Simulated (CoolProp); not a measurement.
A simple Rankine cycle with propyne: condensing at 309.15 K, boiler at 2 MPa, turbine inlet 362.7 K, turbine efficiency 0.7, pump efficiency 0.8, no recuperator. Each further row changes one setting.

Model: reference Helmholtz-energy equation of state, Polt 1992, in CoolProp. This equation is an older, rougher fit; its heat capacities, sound speeds and derivatives of the liquid may be far off and weren't checked against measurements.

| case | thermal efficiency (%) | net work (kJ/kg) | heat in (kJ/kg) | turbine exit temperature (K) | volume ratio over the turbine |
|---|---|---|---|---|---|
| as stated | 6.9 | 35.4 | 511 | 322.6 | 2.52 |
| turbine inlet 382.7 K | 7.1 | 39.5 | 556 | 344.6 | 2.49 |
| condensing temperature 301.15 K | 8.3 | 43.9 | 530 | 314.5 | 3.12 |
| boiler pressure 1.4 MPa | 4.6 | 24.2 | 532 | 340.0 | 1.74 |
| turbine efficiency 0.6 | 5.9 | 30.0 | 511 | 325.5 | 2.55 |
